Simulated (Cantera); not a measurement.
What does this Cantera script print?

```python
import numpy as np
import cantera as ct

gas_names = [...]  # 93 gases of nasa_gas.yaml made of C, H, N, Ti
cond_names = """
    C(gr) C6H6(L) C7H8(L) C8H18(L),n-octa Ti(a) Ti(b) Ti(L) TiC(s) TiC(L) TiN(s) TiN(L)
""".split()


# ... load() reads the species with a 1 bar reference pressure and builds the phases ...
atoms = {
    'Ti(NMe2)4': {'Ti': 1, 'C': 8, 'H': 24, 'N': 4},
    'N2': {'N': 2},
    'H2': {'H': 2},
}
top_T = {'C(gr)': 4500}  # K; cautious upper limits of use, not melting points


# ... equilibrate(T, P, feed) seeds the gas with the atoms and calls Mixture.equilibrate('TP', solver="vcs", rtol=1e-11, max_steps=5000) ...
results = []
feed = {'Ti(NMe2)4': 1, 'N2': 5.3, 'H2': 35}  # mol
T = 1748  # K
P = 100000  # Pa
mix = equilibrate(T, P, feed)
results.append((T, P, feed, dict(zip(mix.species_names, mix.species_moles))))
x = sorted(zip(gas.X, gas.species_names), reverse=True)
print(f"T = {T:g} K  P = {P:g} Pa  gas = {mix.phase_moles(0):.4g} mol")
print("   x: " + "  ".join(f"{s} {v:.3e}" for v, s in x if v > 0.0001))
print("   condensed (mol): " + ("  ".join(f"{mix.phase(i).name} {mix.phase_moles(i):.4g}"
      for i in range(1, mix.n_phases) if mix.phase_moles(i) > 1e-12) or "none"))
```

Result:

```
T = 1748 K  P = 100000 Pa  gas = 54.27 mol
   x: H2 8.636e-01  N2 1.337e-01  HCN 1.607e-03  CH4 6.860e-04  H 2.123e-04
   condensed (mol): C(gr) 6.862  TiC(s) 1
```

Equilibrium computed with Cantera from the NASA thermochemical tables; the gas is ideal and each condensed phase is pure. The feed counts by its element totals alone. TiC: taken at fixed stoichiometry.
